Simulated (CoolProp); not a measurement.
Computed with CoolProp (reference Helmholtz-energy equation of state, Thol 2015).

Task: Give the vapour pressure (MPa), liquid density (kg/m³), vapour density (kg/m³), liquid cp (kJ/(kg K)) of saturated octamethylcyclotetrasiloxane (D4) at 151.55 °C.

Result: 
```csv
T (°C),p (MPa),liquid density (kg/m³),vapour density (kg/m³),liquid cp (kJ/(kg K))
151.55,0.0524,798,4.62,1.94
```
